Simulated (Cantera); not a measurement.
# Si2Cl6 + HCl + H2 (silicon epitaxy and polysilicon growth)

Charge: 1 mol Si2Cl6, 1.3 mol HCl, 38 mol H2, at 0.100 bar.

These are equilibrium values from Cantera (NASA tables, ideal gas, pure condensed phases), not measurements of a reactor. Candidate condensed phases: Si; 19 gas species. The feed counts by its element totals alone. The tables' values for SiCl3, SiCl are old estimates; treat these amounts as uncertain. Gases not in the tables: Si2H6 and higher silanes. Rates play no part.

```csv
T (K),x H2,x HCl,x SiCl2,x SiCl4,x SiHCl3,x SiCl3,x SiH2Cl2,x H,n Si(s),n Si(l)
800,0.949,0.00189,3.85e-6,0.0332,0.0151,3.39e-5,0.000554,8.92e-12,0.0303,0
950,0.943,0.0100,0.000163,0.0317,0.0137,0.000393,0.000599,1.71e-9,0.119,0
1100,0.927,0.0318,0.00222,0.0257,0.0110,0.00202,0.000568,7.87e-8,0.309,0
1250,0.897,0.0661,0.0123,0.0130,0.00627,0.00472,0.000412,1.45e-6,0.483,0
1400,0.874,0.0900,0.0274,0.00267,0.00183,0.00415,0.000189,1.44e-5,0.479,0
1550,0.868,0.0949,0.0346,0.000334,0.000375,0.00204,6.87e-5,9.28e-5,0.419,0
1700,0.866,0.0948,0.0372,4.92e-5,8.70e-5,0.000964,2.68e-5,0.000434,0,0.378
```
x: gas mole fraction; n: condensed amount in mol.

From 800 K to 1550 K the condensed part is Si(s). At 1700 K the condensed part is Si(l). The main Si-bearing gas is SiCl4 at 800 K and SiCl2 at 1700 K. The share of Si in condensed phases is highest at 1250 K (24.1 %) and lowest at 800 K (1.5 %).
